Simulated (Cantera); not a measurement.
**Thermodynamics of hydrogen reduction and annealing atmospheres, feed V2O5 + H2 + N2**

Feed: 1 mol V2O5, 2800 mol H2, 13 mol N2, at 1000 Pa.

These are equilibrium values from Cantera (NASA tables, ideal gas, pure condensed phases), not measurements of a reactor. Candidate condensed phases: H2O, V, VN, VO, V2O3, V2O4, V2O5; 28 gas species. Mutual solubility and eutectic melting of coexisting phases are not modelled. VO: taken at fixed stoichiometry. Condensed phases not in the tables: the oxides between V2O3 and V2O5 other than VO2. Kinetics and transport are ignored.

```json
[
 {"T (K)": "1000", "log p H2": "-2.00", "log p N2": "-4.34", "log p H2O": "-5.15", "log p H": "-9.65", "n V2O3(s)": "1.00", "n VO(s)": "0"},
 {"T (K)": "1050", "log p H2": "-2.00", "log p N2": "-4.34", "log p H2O": "-5.15", "log p H": "-9.09", "n V2O3(s)": "1.00", "n VO(s)": "0"},
 {"T (K)": "1100", "log p H2": "-2.00", "log p N2": "-4.34", "log p H2O": "-5.15", "log p H": "-8.59", "n V2O3(s)": "1.00", "n VO(s)": "0"},
 {"T (K)": "1150", "log p H2": "-2.00", "log p N2": "-4.34", "log p H2O": "-5.15", "log p H": "-8.13", "n V2O3(s)": "1.00", "n VO(s)": "0"},
 {"T (K)": "1200", "log p H2": "-2.00", "log p N2": "-4.34", "log p H2O": "-5.15", "log p H": "-7.71", "n V2O3(s)": "1.00", "n VO(s)": "0"},
 {"T (K)": "1250", "log p H2": "-2.00", "log p N2": "-4.34", "log p H2O": "-5.15", "log p H": "-7.32", "n V2O3(s)": "1.00", "n VO(s)": "0"},
 {"T (K)": "1300", "log p H2": "-2.00", "log p N2": "-4.34", "log p H2O": "-5.00", "log p H": "-6.96", "n V2O3(s)": "0.176", "n VO(s)": "1.65"},
 {"T (K)": "1350", "log p H2": "-2.00", "log p N2": "-4.34", "log p H2O": "-4.97", "log p H": "-6.62", "n V2O3(s)": "0", "n VO(s)": "2.00"},
 {"T (K)": "1400", "log p H2": "-2.00", "log p N2": "-4.34", "log p H2O": "-4.97", "log p H": "-6.31", "n V2O3(s)": "0", "n VO(s)": "2.00"}
]
```
log p: log10 of the partial pressure in bar; n: condensed amount in mol.

From 1000 K to 1250 K the condensed part is V2O3(s). At 1300 K the condensed part is VO(s) + V2O3(s). From 1350 K to 1400 K the condensed part is VO(s).
